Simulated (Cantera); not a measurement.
An isothermal, constant-pressure homogeneous reactor starts with 5.26 % NO, 94.7 % N2, at 2000 K and 1.00 bar.

Detailed kinetics in Cantera: GRI-Mech 3.0 (53 species, 325 reactions).

x: mole fraction; the columns are a selection and need not sum to one.

```csv
t (s),x NO,x O,x N2O,x NO2,x N2,x O2
1.00e-6,0.0526,3.21e-9,3.21e-9,7.16e-12,0.947,<1e-12
5.37e-6,0.0526,1.72e-8,1.72e-8,2.02e-10,0.947,3.69e-12
2.89e-5,0.0526,___,___,___,0.947,1.05e-10
0.000155,0.0526,4.92e-7,4.17e-7,8.82e-8,0.947,3.05e-9
0.000833,0.0526,3.28e-6,1.17e-6,8.73e-7,0.947,1.19e-7
0.00447,0.0526,1.62e-5,1.37e-6,4.60e-6,0.947,6.43e-6
0.0240,0.0524,2.21e-5,1.36e-6,6.26e-6,0.947,9.76e-5
0.129,0.0513,2.68e-5,1.32e-6,7.50e-6,0.948,0.000623
0.693,___,___,___,___,0.951,___
3.72,0.0199,8.70e-5,3.33e-7,9.64e-6,0.964,0.0163
20.0,0.00303,0.000106,1.83e-7,1.79e-6,0.972,0.0247
```

**Question.** Fill in the missing entries.

**Answer.** 
- 2.89e-5, x O: 9.08e-8
- 2.89e-5, x N2O: 8.97e-8
- 2.89e-5, x NO2: 5.12e-9
- 0.693, x NO: 0.0453
- 0.693, x O: 4.52e-5
- 0.693, x N2O: 1.06e-6
- 0.693, x NO2: 1.13e-5
- 0.693, x O2: 0.00363
